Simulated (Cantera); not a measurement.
# Diamond growth

A diamond (100) surface in a fixed gas of H2 with x(CH4) = 0.0029, x(CH3) = 0.0013, at 1100 K, 36.8 Torr; coverages are run to steady state.

Detailed kinetics in Cantera: the Harris–Goodwin 1993 mechanism for the reconstructed diamond (100) surface.

| x(H) | growth (µm/h) | θ c6HH | θ c6H* | θ c6*H | θ c6** | θ c6HM |
|---|---|---|---|---|---|---|
| 0.0001 | 1.38 | 0.499 | 0.0189 | 0.299 | 0.00215 | 0.113 |
| 0.00025 | 3.69 | 0.450 | 0.0206 | 0.327 | 0.00465 | 0.125 |
| 0.00063 | 8.85 | 0.432 | 0.0217 | 0.344 | 0.00815 | 0.124 |
| 0.0016 | 18.2 | 0.439 | 0.0231 | 0.366 | 0.0118 | 0.104 |
| 0.0039 | 29.5 | 0.461 | 0.0248 | 0.392 | 0.0147 | 0.0706 |
| 0.0099 | 39.7 | 0.484 | 0.0263 | 0.416 | 0.0167 | 0.0377 |
| 0.025 | 45.9 | 0.498 | 0.0274 | 0.430 | 0.0179 | 0.0173 |
| 0.062 | 48.9 | 0.505 | 0.0283 | 0.437 | 0.0184 | 0.00746 |
| 0.16 | 50.6 | 0.508 | 0.0295 | 0.439 | 0.0189 | 0.00299 |
θ: site fractions in the mechanism's names (c6HH fully hydrogenated, c6H* and c6*H radical sites, c6** diradical, c6HM methylated).
